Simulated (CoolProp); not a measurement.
Properties of 1,2-dichloroethane along the isobar 9.28 bar (Tc = 561.6 K, pc = 52.26 bar, ω = 0.269).

Computed with CoolProp (reference Helmholtz-energy equation of state, Thol 2015).

```csv
T (K),phase,speed of sound (m/s),fugacity coefficient
263.4,liquid,1335,0.001715
278.4,liquid,1276,0.004196
293.3,liquid,1217,0.009178
308.2,liquid,1159,0.01836
323.1,liquid,1101,0.03401
338.1,liquid,1043,0.05921
353,liquid,985.8,0.09699
367.9,liquid,928.5,0.1512
382.8,liquid,871.1,0.2255
397.7,liquid,813.5,0.3237
412.7,liquid,755.2,0.4500
```
